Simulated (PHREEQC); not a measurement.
Solution (50 °C): 0.0039 mol NaHSO4 per kg of water. Closed to the air; pH follows from the charge balance.

All values are PHREEQC results (ion-association model, wateq4f.dat), not measurements.

Precipitation was switched off in this run.

Question: Estimate the pH.

Answer: pH 2.58.

Question: In which forms is S present?

Answer: SO4-2 74 %, HSO4- 25 %, NaSO4- 1.1 % of the S.

Constants without temperature data keep their 25 °C values here.
